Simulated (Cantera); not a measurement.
Mixture: CH₄ : O₂ : N₂ = 1 : 1.25 : 4.7 (molar parts), at 2.30 bar, adiabatic and at constant pressure. Ignition delay is the time to a rise of 400 K.

Model: GRI-Mech 3.0 (53 species, 325 reactions), integrated in Cantera.

Predict: delay at 1125 K; delay at 1175 K; delay at 1225 K; delay at 1275 K; delay at 1325 K; delay at 1375 K; delay at 1425 K; apparent activation energy between 1325 and 1425 K.


```json
{
  "delay at 1125 K": "81.1 ms",
  "delay at 1175 K": "39.5 ms",
  "delay at 1225 K": "20.0 ms",
  "delay at 1275 K": "10.4 ms",
  "delay at 1325 K": "5.58 ms",
  "delay at 1375 K": "3.07 ms",
  "delay at 1425 K": "1.73 ms",
  "apparent activation energy between 1325 and 1425 K": "180 kJ/mol"
}
```
